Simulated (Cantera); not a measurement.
An isothermal, constant-pressure homogeneous reactor starts with C₂H₆ : O₂ : N₂ : CH₄ = 0.003 : 0.018 : 1 : 0.016 (molar parts), equivalence ratio 2.4, at 1148 K and 0.987 atm.

Model: GRI-Mech 3.0 (53 species, 325 reactions), integrated in Cantera. The temperature is held fixed by assumption; the heat of reaction is taken as removed at once.

### Question
Predict: x(C₂H₆) at 10.0 s; x(O₂) at 10.0 s; x(C₂H₄) at 10.0 s; x(CH₂O) at 10.0 s; x(CO₂) at 10.0 s.

### Answer
* **x(C₂H₆) at 10.0 s**: 2.76e-6 (gas-phase equilibrium <1e-12)
* **x(O₂) at 10.0 s**: 3.39e-5 (gas-phase equilibrium <1e-12)
* **x(C₂H₄) at 10.0 s**: 0.000233 (gas-phase equilibrium <1e-12)
* **x(CH₂O) at 10.0 s**: 1.92e-7 (gas-phase equilibrium 2.45e-10)
* **x(CO₂) at 10.0 s**: 0.00162 (gas-phase equilibrium 0.00422)
